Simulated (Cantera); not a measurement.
A Cantera script and what it prints.

```python
import numpy as np
import cantera as ct

gas_names = [...]  # 109 gases of nasa_gas.yaml made of C, Cl, H, Si
cond_names = """
    C(gr) C6H6(L) C7H8(L) C8H18(L),n-octa Si(cr) Si(L) SiC(b)
""".split()


# ... load() reads the species with a 1 bar reference pressure and builds the phases ...
atoms = {
    '(CH3)2SiCl2': {'C': 2, 'H': 6, 'Si': 1, 'CL': 2},
    'CH4': {'C': 1, 'H': 4},
    'H2': {'H': 2},
}
top_T = {'C(gr)': 4500, 'SiC(b)': 3050}  # K; cautious upper limits of use, not melting points


# ... equilibrate(T, P, feed) seeds the gas with the atoms and calls Mixture.equilibrate('TP', solver="vcs", rtol=1e-11, max_steps=5000) ...
results = []
feed = {'(CH3)2SiCl2': 1, 'CH4': 0.55, 'H2': 1800}  # mol
P = 1000  # Pa
for T in [1375, 1475, 1575, 1675, 1775, 1875, 1975, 2075, 2175, 2275]:
    mix = equilibrate(T, P, feed)
    results.append((T, P, feed, dict(zip(mix.species_names, mix.species_moles))))
    x = sorted(zip(gas.X, gas.species_names), reverse=True)
    print(f"T = {T:g} K  P = {P:g} Pa  gas = {mix.phase_moles(0):.4g} mol")
    print("   x: " + "  ".join(f"{s} {v:.3e}" for v, s in x if v > 1e-05))
    print("   condensed (mol): " + ("  ".join(f"{mix.phase(i).name} {mix.phase_moles(i):.4g}"
          for i in range(1, mix.n_phases) if mix.phase_moles(i) > 1e-12) or "none"))
```

Output:

```
T = 1375 K  P = 1000 Pa  gas = 1805 mol
   x: H2 9.988e-01  HCL 1.108e-03  CH4 4.965e-05  H 3.424e-05
   condensed (mol): C(gr) 1.454  SiC(b) 1
T = 1475 K  P = 1000 Pa  gas = 1805 mol
   x: H2 9.987e-01  HCL 1.108e-03  H 1.296e-04  CH4 2.899e-05
   condensed (mol): C(gr) 1.473  SiC(b) 0.9999
T = 1575 K  P = 1000 Pa  gas = 1805 mol
   x: H2 9.984e-01  HCL 1.107e-03  H 4.152e-04  C2H2,acetylene 2.107e-05  CH4 1.813e-05
   condensed (mol): C(gr) 1.441  SiC(b) 0.9997
T = 1675 K  P = 1000 Pa  gas = 1806 mol
   x: H2 9.977e-01  H 1.160e-03  HCL 1.106e-03  C2H2,acetylene 5.794e-05  CH4 1.199e-05
   condensed (mol): C(gr) 1.32  SiC(b) 0.9983
T = 1775 K  P = 1000 Pa  gas = 1808 mol
   x: H2 9.958e-01  H 2.888e-03  HCL 1.104e-03  C2H2,acetylene 1.418e-04
   condensed (mol): C(gr) 1.032  SiC(b) 0.989
T = 1875 K  P = 1000 Pa  gas = 1811 mol
   x: H2 9.920e-01  H 6.529e-03  HCL 1.098e-03  C2H2,acetylene 3.143e-04  Si 3.033e-05
   condensed (mol): C(gr) 0.4619  SiC(b) 0.9335
T = 1975 K  P = 1000 Pa  gas = 1818 mol
   x: H2 9.846e-01  H 1.358e-02  HCL 1.088e-03  C2H2,acetylene 5.216e-04  Si 1.787e-04  SiH 1.276e-05  CL 1.121e-05
   condensed (mol): SiC(b) 0.6153
T = 2075 K  P = 1000 Pa  gas = 1830 mol
   x: H2 9.714e-01  H 2.625e-02  HCL 1.070e-03  C2H2,acetylene 6.740e-04  Si 4.776e-04  SiH 2.695e-05  CL 2.134e-05  SiC2 1.547e-05
   condensed (mol): none
T = 2175 K  P = 1000 Pa  gas = 1850 mol
   x: H2 9.501e-01  H 4.758e-02  HCL 1.042e-03  C2H2,acetylene 6.710e-04  Si 4.940e-04  CL 3.808e-05  SiH 2.238e-05  SiC2 1.365e-05
   condensed (mol): none
T = 2275 K  P = 1000 Pa  gas = 1883 mol
   x: H2 9.165e-01  H 8.128e-02  HCL 9.979e-04  C2H2,acetylene 6.603e-04  Si 4.962e-04  CL 6.389e-05  SiH 1.825e-05  SiC2 1.188e-05
   condensed (mol): none
```

Equilibrium computed with Cantera from the NASA thermochemical tables; the gas is ideal and each condensed phase is pure. The feed counts by its element totals alone.
